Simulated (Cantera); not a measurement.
**Pyrogenic steam for wet oxidation**

An isothermal, constant-pressure homogeneous reactor starts with H₂ : O₂ : N₂ = 0.68 : 1 : 2.3 (molar parts), equivalence ratio 0.34, at 1375 K and 73000 Pa.

Computed with Cantera and GRI-Mech 3.0 (53 species, 325 reactions). The temperature is held fixed by assumption; the heat of reaction is taken as removed at once.

```tsv
t (s)	x H₂	x O₂	x O	x OH	x N₂O
1.00e-6	0.171	0.251	8.35e-9	6.73e-9	<1e-12
4.64e-6	0.171	0.251	2.46e-7	1.82e-7	<1e-12
2.15e-5	0.109	0.221	0.0108	0.00712	7.00e-9
0.000100	0.00178	0.180	0.00250	0.00302	2.03e-7
0.000464	6.00e-5	0.181	8.45e-5	0.000554	2.67e-7
0.00215	4.17e-6	0.181	7.74e-6	0.000169	2.81e-7
0.0100	5.97e-7	0.181	1.26e-6	6.79e-5	2.76e-7
0.0464	1.82e-7	0.181	3.75e-7	3.70e-5	2.19e-7
0.215	1.58e-7	0.181	3.20e-7	3.41e-5	8.03e-8
1.00	1.58e-7	0.181	3.19e-7	3.41e-5	2.59e-8
```
x: mole fraction; the columns are a selection and need not sum to one.

Equilibrium at this temperature and pressure: H₂ 1.58e-7, O₂ 0.181, O 3.19e-7, OH 3.41e-5, N₂O 2.57e-8 (gas phase only).
